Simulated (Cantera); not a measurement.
A closed system holds: 1 mol Si₃N₄, 0.097 mol CO₂, 3.2 mol H₂, 0.14 mol N₂O, at 825 Torr.

Method: chemical equilibrium by Gibbs-energy minimisation in Cantera with the NASA 1993 tables (ideal gas, pure condensed phases). Candidate condensed phases: C, C₆H₆, C₇H₈, C₈H₁₈, H₂O, Si, SiC, SiO₂, Si₂N₂O, Si₃N₄; 151 gas species. Mutual solubility and eutectic melting of coexisting phases are not modelled. Gases not in the tables: Si₂H₆ and higher silanes. Equilibrium is a limit: real reactors are often held back by kinetics, nucleation or transport.

x: gas mole fraction; n: condensed amount in mol.

| T (K) | x H₂ | x N₂ | x SiO | x CO | x H | x HCN | x CH₄ | n SiC(s) | n Si₂N₂O(s) | n Si₃N₄(s) | n Si(l) |
|---|---|---|---|---|---|---|---|---|---|---|---|
| 1700 | 0.910 | 0.0893 | 1.41e-5 | 0.000189 | 0.000134 | 0.000245 | 0.000234 | 0.0946 | 0.333 | 0.746 | 0 |
| 1750 | 0.910 | 0.0893 | ___ | ___ | ___ | 0.000227 | ___ | 0.0948 | 0.333 | 0.746 | 0 |
| 1800 | 0.910 | 0.0893 | 0.000133 | 0.000347 | 0.000326 | 0.000210 | 8.42e-5 | 0.0947 | 0.332 | 0.747 | 0 |
| 1850 | 0.909 | 0.0892 | 0.000374 | 0.000458 | 0.000490 | 0.000196 | 5.27e-5 | 0.0945 | 0.331 | 0.747 | 0 |
| 1900 | 0.908 | 0.0892 | 0.000992 | 0.000597 | 0.000721 | 0.000184 | 3.38e-5 | 0.0941 | 0.328 | 0.748 | 0 |
| 1950 | 0.906 | 0.0894 | 0.00249 | 0.000768 | 0.00104 | 0.000173 | 2.22e-5 | 0.0936 | 0.322 | 0.751 | 0 |
| 2000 | 0.842 | ___ | ___ | ___ | ___ | ___ | ___ | 0.0896 | 0.309 | ___ | ___ |
| 2050 | 0.701 | 0.283 | 0.00935 | 0.00387 | 0.00181 | 0.000523 | 1.32e-5 | 0.0767 | 0.274 | 0.287 | 1.47 |

Question: Complete the blanks.

Answer: 
- 2000, x N₂: 0.149
- 2000, x SiO: 0.00504
- 2000, x CO: 0.00163
- 2000, x H: 0.00142
- 2000, x HCN: 0.000287
- 2000, x CH₄: 1.81e-5
- 2000, n Si₃N₄(s): 0.632
- 2000, n Si(l): 0.378
- 1750, x SiO: 4.48e-5
- 1750, x CO: 0.000259
- 1750, x H: 0.000212
- 1750, x CH₄: 0.000138
